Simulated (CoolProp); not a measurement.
Computed with CoolProp (reference Helmholtz-energy equation of state, Zhou 2011).

Task: Give the vapour pressure (kPa), liquid density (kg/m³), vapour density (kg/m³), enthalpy of vaporisation (kJ/kg) of saturated dimethyl carbonate at 110.55 °C.

Result: 
```
T (°C)  p (kPa)  liquid density (kg/m³)  vapour density (kg/m³)  enthalpy of vaporisation (kJ/kg)
------  -------  ----------------------  ----------------------  --------------------------------
110.55      187                     944                    5.52                               361
```
